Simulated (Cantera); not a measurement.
What does this Cantera script print?

```python
import numpy as np
import cantera as ct

gas = ct.Solution("h2o2.yaml")
gas.TPX = 648, 11000, {'H2': 1, 'O2': 0.893, 'N2': 3.36, 'H2O': 0.35}
flame = ct.FreeFlame(gas, width=0.19)
flame.set_refine_criteria(ratio=3, slope=0.08, curve=0.16)
flame.transport_model = "mixture-averaged"
flame.solve(loglevel=0, auto=True)
z, T = flame.grid, flame.T
thick = (T[-1] - T[0]) / np.gradient(T, z).max()
show = ['H2', 'O2', 'H2O', 'H2O2', 'O', 'OH']
print(f"laminar burning velocity  {flame.velocity[0] * 100:.3f} cm/s")
print(f"burnt temperature         {T[-1]:.1f} K")
print(f"thermal thickness         {thick * 1e3:.4f} mm")
print(f"grid points               {len(z)}")
z0 = z[flame.heat_release_rate.argmax()]
print(f"{'z/mm':>9s}{'T/K':>9s}{'u/(m/s)':>9s}" + "".join(f"{s:>11s}" for s in show))
rows = []
for k in (-3, -2, -1.5, -1, -0.5, -0.25, 0, 0.25, 0.5, 1, 2, 4, 8):
    zz = z0 + k * thick
    rows.append([k * thick, np.interp(zz, z, T), np.interp(zz, z, flame.velocity),
                 *(np.interp(zz, z, flame.X[gas.species_index(s)]) for s in show)])
    print(f"{rows[-1][0] * 1e3:9.3f}{rows[-1][1]:9.1f}{rows[-1][2]:9.3f}" + "".join(f"{x:11.3e}" for x in rows[-1][3:]))
```

It prints:

```
laminar burning velocity  457.870 cm/s
burnt temperature         1929.6 K
thermal thickness         7.9052 mm
grid points               124
     z/mm      T/K  u/(m/s)         H2         O2        H2O       H2O2          O         OH
  -23.715    648.0    4.579  1.785e-01  1.594e-01  6.247e-02  1.114e-15  8.490e-16  6.491e-17
  -15.810    648.0    4.579  1.785e-01  1.594e-01  6.247e-02  1.213e-14  7.356e-13  5.996e-14
  -11.858    648.0    4.579  1.785e-01  1.594e-01  6.247e-02  5.608e-13  4.734e-11  4.268e-12
   -7.905    648.0    4.579  1.785e-01  1.594e-01  6.247e-02  6.370e-10  1.253e-08  2.197e-09
   -3.953    657.4    4.636  1.760e-01  1.593e-01  6.336e-02  8.092e-07  1.259e-05  3.022e-05
   -1.976    760.6    5.303  1.559e-01  1.562e-01  7.481e-02  8.827e-07  2.954e-04  2.942e-04
    0.000   1045.0    7.114  7.869e-02  1.276e-01  1.375e-01  8.951e-07  5.073e-03  2.207e-03
    1.976   1274.6    8.583  2.361e-02  9.088e-02  2.015e-01  1.233e-06  1.224e-02  5.911e-03
    3.953   1387.0    9.283  1.703e-02  8.378e-02  2.147e-01  9.761e-07  1.309e-02  7.730e-03
    7.905   1508.8   10.020  1.521e-02  8.086e-02  2.231e-01  5.887e-07  1.171e-02  9.459e-03
   15.810   1629.8   10.732  1.255e-02  7.867e-02  2.322e-01  3.102e-07  9.291e-03  1.059e-02
   31.621   1736.9   11.348  9.079e-03  7.718e-02  2.412e-01  1.674e-07  6.469e-03  1.057e-02
   63.241   1822.4   11.830  5.533e-03  7.644e-02  2.493e-01  9.617e-08  3.828e-03  9.270e-03
```

Model: the H2/O2 subset of GRI-Mech 3.0, which has no nitrogen chemistry, integrated in Cantera. Burning velocities carry a grid error of a few per cent, more on coarse grids. Lean hydrogen flames are cellular in practice and burn faster than this planar one.
